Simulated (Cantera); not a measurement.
Input: 1 mol SiH2Cl2, 12 mol NO, 1.1 mol N2, equilibrated at 1548 K and 10.0 mbar.

These are equilibrium values from Cantera (NASA tables, ideal gas, pure condensed phases), not measurements of a reactor. Candidate condensed phases: H2O, NH4Cl, Si, SiO2, Si2N2O, Si3N4; 47 gas species. The tables hold silica as quartz up to 1696 K and as liquid above; real silica turns to tridymite and cristobalite and melts near 1996 K. Kinetics and transport are ignored.

Base state: N2 0.499, O2 0.344, HCl 0.110, Cl 0.0282, H2O 0.0153, NO 0.00156, Cl2 0.00125, OH 0.000164 (mole fractions); condensed: SiO2(β-quartz).

Task: What changes in the equilibrium state with this change: SiH2Cl2 replaced by TEOS?

Result: 
```csv
species,before,after
N2,0.499,0.283
CO,0,0.251
H2,9.20e-7,0.227
O2,0.344,<1e-9
HCl,0.110,0
CO2,0,0.0678
Cl,0.0282,0
H2O,0.0153,0.171
Cl2,0.00125,0
ClO,3.84e-5,0
NO,0.00156,5.34e-8
O,4.47e-5,2.03e-9
"SiO2(β-quartz), mol",1.00,1.000
```
The feed counts by its element totals alone. Further candidate phases: C, C6H6, C7H8, C8H18, SiC.

Task: What changes in the equilibrium state with this change: temperature from 1548 K to 898 K?

Result: 
```
species                before     after
-------------------  --------  --------
N2                      0.499     0.509
O2                      0.344     0.348
HCl                     0.110     0.101
Cl                     0.0282  0.000104
Cl2                   0.00125    0.0213
H2O                    0.0153    0.0213
O                     4.47e-5     <1e-9
OH                   0.000164   2.07e-8
NO                    0.00156   9.28e-6
ClO                   3.84e-5   5.18e-7
SiO2(β-quartz), mol      1.00      1.00
```
